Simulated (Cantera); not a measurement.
An adiabatic, constant-volume homogeneous reactor starts with CH₄ : O₂ : N₂ = 1 : 5.41 : 20.3 (molar parts), at 1450 K and 14.0 bar. Integrator tolerance rtol = 1e-08.

Computed with Cantera and GRI-Mech 3.0 (53 species, 325 reactions). The pressure lies above the range GRI-Mech 3.0 was tuned for (to about 10 atm).

Problem. What does this change do: initial temperature 1450 to 1125 K?

Solution. 
```
quantity                                                              before                                      after
---------------------------------  -----------------------------------------  -----------------------------------------
time of steepest temperature rise                                   0.153 ms                                    6.21 ms
temperature at 5.00 s                                                 2392 K                                     2131 K
equilibrium temperature                                               2392 K                                     2131 K
x(CH₄) at 5.00 s                       <1e-12 (gas-phase equilibrium <1e-12)      <1e-12 (gas-phase equilibrium <1e-12)
x(O₂) at 5.00 s                          0.120 (gas-phase equilibrium 0.120)        0.123 (gas-phase equilibrium 0.123)
x(HCO) at 5.00 s                   6.94e-11 (gas-phase equilibrium 6.94e-11)  2.22e-12 (gas-phase equilibrium 2.22e-12)
x(C₂H) at 5.00 s                       <1e-12 (gas-phase equilibrium <1e-12)      <1e-12 (gas-phase equilibrium <1e-12)
x(C₂H₂) at 5.00 s                      <1e-12 (gas-phase equilibrium <1e-12)      <1e-12 (gas-phase equilibrium <1e-12)
x(CH₂O) at 5.00 s                      <1e-12 (gas-phase equilibrium <1e-12)      <1e-12 (gas-phase equilibrium <1e-12)
x(NO) at 5.00 s                        0.0140 (gas-phase equilibrium 0.0140)    0.00810 (gas-phase equilibrium 0.00810)
```
